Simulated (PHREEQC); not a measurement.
PHREEQC input (ion-association model, phreeqc.dat):

```
SOLUTION 0
  temp 40
  units mmol/kgw
  pH 7 charge
  Br 7.5
  K 7.5
  Cl 145.01
  Ba 2.5
  Mg 70
  O(0) 1 O2(g) -0.68
SOLUTION 1-40
  temp 40
  units mmol/kgw
  pH 7 charge
  Cl 66.01
  Sr 33
  O(0) 1 O2(g) -0.68
END
EXCHANGE 1-40
  X 0.072
  -equilibrate 1
END
SELECTED_OUTPUT 1
  -reset false
  -pH true
  -pe true
  -ionic_strength true
  -water true
  -step true
  -totals Ba Br Cl K Mg Sr
  -molalities SrX2 MgX2 KX BaX2
  -saturation_indices Sylvite
PRINT
  -reset false
TRANSPORT
  -cells 40
  -shifts 120
  -lengths 0.005
  -time_step 300
  -dispersivities 0.01
  -boundary_conditions flux flux
  -correct_disp true
  -punch_cells 40
  -punch_frequency 4
END
```

Selected output (columns that matter, 9 of 31 rows; pore volumes added in front):

```
pore volumes	pH	mu	Ba	Br	Cl	K	Mg	Sr	m_SrX2	m_MgX2	m_KX	m_BaX2	si_Sylvite
0	5.0849	0.09901	0	0	0.06601	0	0	0.033	0.036	0	0	0	-1000
0.4125	5.085	0.099335	3.3394e-10	1.8815e-05	0.066208	5.344e-08	9.8784e-07	0.033107	0.035999	5.4576e-07	3.2439e-08	3.5616e-10	-9.6602
0.8125	5.0921	0.13825	2.5237e-05	0.0022757	0.089981	0.0002611	0.0040956	0.041872	0.034211	0.0017002	0.00013739	2.0225e-05	-5.8669
1.1125	5.0982	0.1878	0.00027993	0.0051801	0.12057	0.0016404	0.02131	0.040461	0.027938	0.0074761	0.0007935	0.00018958	-4.9697
1.5125	5.1007	0.2179	0.0009166	0.0069923	0.13966	0.0041567	0.044832	0.025495	0.018136	0.016204	0.0020409	0.00063955	-4.5161
1.9125	5.1009	0.22432	0.0014927	0.0074134	0.1441	0.0058852	0.057891	0.013424	0.010451	0.022898	0.0030228	0.0011398	-4.3542
2.2125	5.1009	0.22509	0.0018191	0.0074789	0.14479	0.006616	0.063106	0.0078951	0.0064789	0.026312	0.0034889	0.0014643	-4.3017
2.6125	5.1007	0.22515	0.0021231	0.007497	0.14498	0.0071231	0.066842	0.0037059	0.0031773	0.029118	0.0038394	0.0017854	-4.269
3.0125	5.1007	0.22508	0.0023064	0.0074996	0.14501	0.0073457	0.068613	0.001655	0.001451	0.030564	0.0040039	0.0019834	-4.2556
```

Away from 25 °C the constants follow the database's enthalpies or fits; those with neither stay at their 25 °C values.
